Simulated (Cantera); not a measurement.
# Chemical vapour transport: MgO + Br2 + H2

Feed: 1 mol MgO, 0.18 mol Br2, a varied amount of H2, equilibrated at 1650 K and 0.133 bar.

Method: chemical equilibrium by Gibbs-energy minimisation in Cantera with the NASA 1993 tables (ideal gas, pure condensed phases). Candidate condensed phases: Br2, H2O, Mg, MgBr2, MgO, Mg(OH)2; 20 gas species. Equilibrium is a limit: real reactors are often held back by kinetics, nucleation or transport.

```json
[
 {"n(H2) (mol)": "0.16", "x H2": "0.00540", "x HBr": "0.556", "x H2O": "0.160", "x MgBr2": "0.160", "x Br": "0.113", "n MgO(s)": "0.942"},
 {"n(H2) (mol)": "0.19", "x H2": "0.0469", "x HBr": "0.579", "x H2O": "0.167", "x MgBr2": "0.167", "x Br": "0.0399", "n MgO(s)": "0.937"},
 {"n(H2) (mol)": "0.24", "x H2": "0.152", "x HBr": "0.525", "x H2O": "0.151", "x MgBr2": "0.151", "x Br": "0.0201", "n MgO(s)": "0.936"},
 {"n(H2) (mol)": "0.29", "x H2": "0.240", "x HBr": "0.473", "x H2O": "0.136", "x MgBr2": "0.136", "x Br": "0.0144", "n MgO(s)": "0.935"},
 {"n(H2) (mol)": "0.36", "x H2": "0.337", "x HBr": "0.414", "x H2O": "0.119", "x MgBr2": "0.119", "x Br": "0.0106", "n MgO(s)": "0.935"},
 {"n(H2) (mol)": "0.45", "x H2": "0.431", "x HBr": "0.356", "x H2O": "0.103", "x MgBr2": "0.103", "x Br": "0.00809", "n MgO(s)": "0.935"},
 {"n(H2) (mol)": "0.55", "x H2": "0.508", "x HBr": "0.308", "x H2O": "0.0887", "x MgBr2": "0.0886", "x Br": "0.00644", "n MgO(s)": "0.935"},
 {"n(H2) (mol)": "0.68", "x H2": "0.582", "x HBr": "0.262", "x H2O": "0.0755", "x MgBr2": "0.0753", "x Br": "0.00511", "n MgO(s)": "0.935"},
 {"n(H2) (mol)": "0.84", "x H2": "0.648", "x HBr": "0.221", "x H2O": "0.0637", "x MgBr2": "0.0636", "x Br": "0.00409", "n MgO(s)": "0.935"},
 {"n(H2) (mol)": "1", "x H2": "0.695", "x HBr": "0.191", "x H2O": "0.0551", "x MgBr2": "0.0550", "x Br": "0.00342", "n MgO(s)": "0.935"}
]
```
x: gas mole fraction; n: condensed amount in mol.

From 0.16 mol H2 to 1 mol H2 the condensed part is MgO(s). The main Mg-bearing gas is MgBr2 throughout.
